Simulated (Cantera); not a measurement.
Feed: 1 mol PbS, 8.6 mol H2, held at 1252 °C and 0.100 bar.

Cantera equilibrium calculation (NASA polynomials, part measured and part estimated; ideal gas, pure solids and liquids). Candidate condensed phases: Pb, PbS, S; 10 gas species. Kinetics and transport are ignored.

Base state: H2 0.864, PbS 0.0711, Pb 0.0329, H2S 0.0300, S2 0.00116, SH 0.000565, H 6.95e-5 (mole fractions); condensed: gas only.

What changes in the equilibrium state with this change: temperature from 1252 °C to 725 °C?


| species | before | after |
|---|---|---|
| H2 | 0.864 | 0.982 |
| H2S | 0.0300 | 0.0167 |
| PbS | 0.0711 | 0.000832 |
| Pb | 0.0329 | 0.000155 |
| H | 6.95e-5 | 6.74e-9 |
| S2 | 0.00116 | 1.51e-7 |
| SH | 0.000565 | 3.10e-7 |
| Pb(l), mol | 0 | 0.143 |
| PbS(s), mol | 0 | 0.849 |

What changes in the equilibrium state with this change: PbS replaced by Cu2O?


```tsv
species	before	after
H2	0.864	0.884
H2O	0	0.116
Cu	0	0.000124
PbS	0.0711	0
Pb	0.0329	0
H2S	0.0300	0
S2	0.00116	0
SH	0.000565	0
H	6.95e-5	7.03e-5
Cu(l), mol	0	2.00
```
Further candidate phases: Cu, CuO, Cu(OH)2, Cu2O, H2O.
